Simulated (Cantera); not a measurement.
A closed system holds: 1 mol CH3SiH3, 0.043 mol C3H8, 53 mol H2, 0.16 mol C2H2, held at 480 Torr.

Equilibrium computed with Cantera from the NASA thermochemical tables; the gas is ideal and each condensed phase is pure. Candidate condensed phases: C, C6H6, C7H8, C8H18, Si, SiC; 87 gas species. The feed counts by its element totals alone. The numbers say what is thermodynamically allowed, not how fast it happens. All values below are at 1098 K.

Base state: H2 0.992, CH4 0.00803 (mole fractions); condensed: SiC(s).

What changes in the equilibrium state with this change: CH3SiH3 replaced by (CH3)2SiCl2?


```tsv
species	before	after
H2	0.992	0.944
HCl	0	0.0346
CH4	0.00803	0.0209
SiCl4	0	0.000199
SiHCl3	0	7.92e-5
SiC(s), mol	1.00	0.984
C(graphite), mol	0	0.294
```

What changes in the equilibrium state with this change: C2H2 from 0.16 to 0.072 mol?


```json
[
 {"species": "H2", "before": "0.992", "after": "0.995"},
 {"species": "CH4", "before": "0.00803", "after": "0.00488"},
 {"species": "SiC(s), mol", "before": "1.00", "after": "1.00"}
]
```
